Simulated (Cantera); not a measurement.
An isothermal, constant-pressure homogeneous reactor starts with 22.4 % H2, 26.7 % O2, 50.7 % N2, 0.293 % H2O, at 1025 K and 1.00 bar.

Computed with Cantera and the H2/O2 subset of GRI-Mech 3.0, which has no nitrogen chemistry. The temperature is held fixed by assumption; the heat of reaction is taken as removed at once.

x: mole fraction; the columns are a selection and need not sum to one.

```
t (s)         x H2   x O2      x OH    x H2O2       x O    x H2O
--------  --------  -----  --------  --------  --------  -------
9.00e-6      0.224  0.267  7.57e-11  1.23e-12  2.02e-10  0.00293
3.31e-5      0.224  0.267   1.76e-9  6.29e-11   4.87e-9  0.00293
0.000121     0.221  0.265  0.000103   5.99e-6  0.000160  0.00557
0.000446    0.0637  0.200   8.23e-7  0.000197   9.58e-7    0.183
0.00164     0.0625  0.200   1.11e-6  0.000330   1.31e-6    0.185
0.00602     0.0547  0.196   2.14e-6  0.000618   2.12e-6    0.193
0.0221      0.0292  0.186   2.19e-6  0.000476   1.79e-6    0.222
0.0813     0.00479  0.176   1.36e-6   7.13e-5   6.54e-7    0.250
0.299     0.000418  0.174   3.44e-7   1.68e-6   3.72e-8    0.255
1.10           ___  0.174       ___       ___       ___    0.255
4.03       3.85e-6  0.174   4.36e-8   1.27e-9  7.85e-11    0.255
14.8      1.25e-10  0.174   2.57e-7  3.41e-10  1.14e-10    0.255
54.4      1.11e-10  0.174   2.83e-7  4.10e-10  1.39e-10    0.255
200       1.11e-10  0.174   2.83e-7  4.10e-10  1.39e-10    0.255
```

Q: Complete the blanks.

A: 
- 1.10, x H2: 5.28e-5
- 1.10, x OH: 9.04e-8
- 1.10, x H2O2: 5.07e-8
- 1.10, x O: 1.62e-9
